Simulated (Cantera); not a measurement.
## SiF4 + NH3 + N2 (silicon nitride deposition)

Charge: 1 mol SiF4, a varied amount of NH3, 2.1 mol N2, held at 452 °C and 100 Torr.

Method: chemical equilibrium by Gibbs-energy minimisation in Cantera with the NASA 1993 tables (ideal gas, pure condensed phases). Candidate condensed phases: Si, Si3N4; 37 gas species. The numbers say what is thermodynamically allowed, not how fast it happens.

```tsv
n(NH3) (mol)	x H2	x N2	x SiF4	x NH3	x HF	x SiHF3	n Si3N4(s)
0.2	0.0857	0.629	0.286	1.82e-5	1.43e-5	7.08e-6	0
0.33	0.132	0.602	0.266	3.38e-5	1.73e-5	8.38e-6	0
0.55	0.196	0.565	0.238	5.98e-5	2.03e-5	9.52e-6	0
0.9	0.275	0.520	0.204	9.52e-5	2.29e-5	1.02e-5	0
1.5	0.369	0.467	0.164	0.000140	2.46e-5	1.02e-5	0
2.5	0.463	0.414	0.123	0.000185	2.52e-5	9.41e-6	0
4.1	0.544	0.367	0.0885	0.000222	2.46e-5	8.11e-6	0
6.7	0.609	0.330	0.0606	0.000249	2.33e-5	6.57e-6	0
11	0.657	0.303	0.0398	0.000268	2.15e-5	5.06e-6	3.43e-5
18	0.690	0.284	0.0256	0.000279	1.95e-5	3.76e-6	5.12e-5
30	0.713	0.271	0.0158	0.000286	1.74e-5	2.69e-6	7.75e-5
50	0.727	0.263	0.00970	0.000290	1.55e-5	1.89e-6	0.000117
```
x: gas mole fraction; n: condensed amount in mol.

From 0.2 mol NH3 to 6.7 mol NH3 nothing is condensed. From 11 mol NH3 to 50 mol NH3 the condensed part is Si3N4(s). The main Si-bearing gas is SiF4 throughout.
